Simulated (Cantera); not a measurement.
**Thermodynamics of silicon carbide growth, feed SiHCl3 + C2H2 + H2**

Feed: 1 mol SiHCl3, 1.2 mol C2H2, 43 mol H2, equilibrated at 2598.15 K and 1.00 bar.

Equilibrium computed with Cantera from the NASA thermochemical tables; the gas is ideal and each condensed phase is pure. Candidate condensed phases: C, C6H6, C7H8, C8H18, Si, SiC; 109 gas species. The tables' values for SiCl are old estimates; treat these amounts as uncertain. Gases not in the tables: Si2H6 and higher silanes. Equilibrium is a limit: real reactors are often held back by kinetics, nucleation or transport.

| Item | Value |
|---|---|
| x(H2) | 0.882 |
| x(HCl) | 0.0580 |
| x(H) | 0.0358 |
| x(C2H2 (acetylene)) | 0.0142 |
| x(Si) | 0.00288 |
| x(Cl) | 0.00165 |
| x(SiCl2) | 0.00156 |
| x(SiC2) | 0.000978 |
| x(SiH) | 0.000618 |
| n(C(graphite)) | 0.285 mol |
| n(SiC(s)) | 0.617 mol |
| gas amount | 47.32 mol |
| log10 activity of Si(l) (absent) | -0.52 |
